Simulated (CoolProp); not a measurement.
Vapour-liquid equilibrium of dimethyl ether (1) + isobutane (2) at 930 kPa; x and y are mole fractions of (1).

Computed with CoolProp (multi-fluid Helmholtz-energy mixture model, Wu 2011 and Bücker 2006; pair parameters Bell 2016).

```csv
x,"bubble temperature, mixture model (K)","bubble temperature, Raoult's law (K)","y, mixture model","y, Raoult's law"
0.05,333.4,334.7,0.094,0.081
0.2,327.0,330.7,0.315,0.294
0.35,322.5,327.1,0.476,0.473
0.5,319.4,323.8,0.604,0.625
0.65,317.2,320.9,0.717,0.756
0.8,315.8,318.2,0.829,0.870
0.95,315.0,315.7,0.953,0.970
```

The largest gap from Raoult's law is -4.6 K in bubble temperature, at x = 0.35. No azeotrope shows between x = 0.05 and 0.95.

Pair parameters are fitted to limited data, so mixtures are less certain than the pure fluids.
